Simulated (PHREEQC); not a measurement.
Dissolve 93 mmol/kgw HF, 2.1 mmol/kgw (CH3)4NF and 6.9 mmol/kgw H2SO4 at 25 °C. Closed to the air; pH follows from the charge balance.

The numbers come from PHREEQC with the ion-association model, phreeqc.dat.

**Question.** The ionic strength comes out as 0.0209 mol/kgw. What activity coefficients do F-, HF2-, SO4-2, H+, HSO4- get?

**Answer.** F- 0.86, HF2- 0.87, SO4-2 0.58, H+ 0.89, HSO4- 0.87.

No solid was allowed to form. Complexes and solids missing from the database can't appear. (CH3)4N+ isn't in the database: it is added as a free cation with an ion size of 4 Å.
